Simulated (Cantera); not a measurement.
Thermodynamics of carbothermic reduction, feed CuO + CH₄ + H₂ + CO

Feed: 1 mol CuO, 2 mol CH₄, 1.5 mol H₂, 4.3 mol CO, held at 0.133 bar.

Method: chemical equilibrium by Gibbs-energy minimisation in Cantera with the NASA 1993 tables (ideal gas, pure condensed phases). Candidate condensed phases: C, C₆H₆, C₇H₈, C₈H₁₈, Cu, CuO, Cu(OH)₂, Cu₂O, H₂O; 113 gas species. Equilibrium is a limit: real reactors are often held back by kinetics, nucleation or transport.

```json
[
 {"T (K)": "1025", "log p H₂": "-1.17", "log p CO": "-1.20", "log p Cu": "-10.38", "log p H": "-8.95", "log p CO₂": "-2.87", "log p H₂O": "-2.95", "log p CH₄": "-3.47", "n C(graphite)": "1.17", "n Cu(s)": "1.00", "n Cu(l)": "0"},
 {"T (K)": "1125", "log p H₂": "-1.17", "log p CO": "-1.19", "log p Cu": "-8.87", "log p H": "-7.94", "log p CO₂": "-3.61", "log p H₂O": "-3.55", "log p CH₄": "-3.88", "n C(graphite)": "1.03", "n Cu(s)": "1.00", "n Cu(l)": "0"},
 {"T (K)": "1225", "log p H₂": "-1.17", "log p CO": "-1.18", "log p Cu": "-7.62", "log p H": "-7.09", "log p CO₂": "-4.24", "log p H₂O": "-4.06", "log p CH₄": "-4.22", "n C(graphite)": "1.01", "n Cu(s)": "1.000", "n Cu(l)": "0"},
 {"T (K)": "1325", "log p H₂": "-1.17", "log p CO": "-1.18", "log p Cu": "-6.55", "log p H": "-6.37", "log p CO₂": "-4.78", "log p H₂O": "-4.50", "log p CH₄": "-4.51", "n C(graphite)": "1.00", "n Cu(s)": "1.000", "n Cu(l)": "0"},
 {"T (K)": "1425", "log p H₂": "-1.17", "log p CO": "-1.18", "log p Cu": "-5.66", "log p H": "-5.75", "log p CO₂": "-5.24", "log p H₂O": "-4.87", "log p CH₄": "-4.76", "n C(graphite)": "1.00", "n Cu(s)": "0", "n Cu(l)": "1.000"},
 {"T (K)": "1525", "log p H₂": "-1.17", "log p CO": "-1.18", "log p Cu": "-4.91", "log p H": "-5.21", "log p CO₂": "-5.64", "log p H₂O": "-5.19", "log p CH₄": "-4.98", "n C(graphite)": "1.000", "n Cu(s)": "0", "n Cu(l)": "0.999"},
 {"T (K)": "1625", "log p H₂": "-1.17", "log p CO": "-1.18", "log p Cu": "-4.24", "log p H": "-4.74", "log p CO₂": "-5.99", "log p H₂O": "-5.48", "log p CH₄": "-5.17", "n C(graphite)": "0.999", "n Cu(s)": "0", "n Cu(l)": "0.995"},
 {"T (K)": "1725", "log p H₂": "-1.17", "log p CO": "-1.19", "log p Cu": "-3.66", "log p H": "-4.32", "log p CO₂": "-6.29", "log p H₂O": "-5.73", "log p CH₄": "-5.34", "n C(graphite)": "0.999", "n Cu(s)": "0", "n Cu(l)": "0.982"},
 {"T (K)": "1825", "log p H₂": "-1.17", "log p CO": "-1.19", "log p Cu": "-3.14", "log p H": "-3.94", "log p CO₂": "-6.56", "log p H₂O": "-5.96", "log p CH₄": "-5.49", "n C(graphite)": "0.997", "n Cu(s)": "0", "n Cu(l)": "0.941"},
 {"T (K)": "1925", "log p H₂": "-1.18", "log p CO": "-1.19", "log p Cu": "-2.68", "log p H": "-3.61", "log p CO₂": "-6.81", "log p H₂O": "-6.16", "log p CH₄": "-5.63", "n C(graphite)": "0.995", "n Cu(s)": "0", "n Cu(l)": "0.827"},
 {"T (K)": "2025", "log p H₂": "-1.19", "log p CO": "-1.20", "log p Cu": "-2.27", "log p H": "-3.31", "log p CO₂": "-7.05", "log p H₂O": "-6.37", "log p CH₄": "-5.78", "n C(graphite)": "0.990", "n Cu(s)": "0", "n Cu(l)": "0.538"},
 {"T (K)": "2125", "log p H₂": "-1.21", "log p CO": "-1.22", "log p Cu": "-1.95", "log p H": "-3.05", "log p CO₂": "-7.28", "log p H₂O": "-6.57", "log p CH₄": "-5.93", "n C(graphite)": "0.982", "n Cu(s)": "0", "n Cu(l)": "0"},
 {"T (K)": "2225", "log p H₂": "-1.22", "log p CO": "-1.23", "log p Cu": "-1.95", "log p H": "-2.80", "log p CO₂": "-7.46", "log p H₂O": "-6.72", "log p CH₄": "-6.04", "n C(graphite)": "0.968", "n Cu(s)": "0", "n Cu(l)": "0"},
 {"T (K)": "2325", "log p H₂": "-1.22", "log p CO": "-1.23", "log p Cu": "-1.95", "log p H": "-2.57", "log p CO₂": "-7.62", "log p H₂O": "-6.86", "log p CH₄": "-6.14", "n C(graphite)": "0.947", "n Cu(s)": "0", "n Cu(l)": "0"}
]
```
log p: log10 of the partial pressure in bar; n: condensed amount in mol.

From 1025 K to 1325 K the condensed part is C(graphite) + Cu(s). From 1425 K to 2025 K the condensed part is C(graphite) + Cu(l). From 2125 K to 2325 K the condensed part is C(graphite).
